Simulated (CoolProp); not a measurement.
Vapour-liquid equilibrium of cyclohexane (1) + n-heptane (2) at 6.63 bar; x and y are mole fractions of (1).

Values from CoolProp's multi-fluid Helmholtz-energy mixture model, Zhou 2014 and Span 2003; pair parameters Bell 2016.

Problem. Give the bubble temperature and the first vapour's composition at x = 0.05, 0.5, 0.65. Is there an azeotrope?

Solution. x = 0.05: 450.4 K, y = 0.065; x = 0.5: 441.1 K, y = 0.574; x = 0.65: 438.3 K, y = 0.714. No azeotrope shows between x = 0.05 and 0.95.

Pair parameters are fitted to limited data, so mixtures are less certain than the pure fluids.
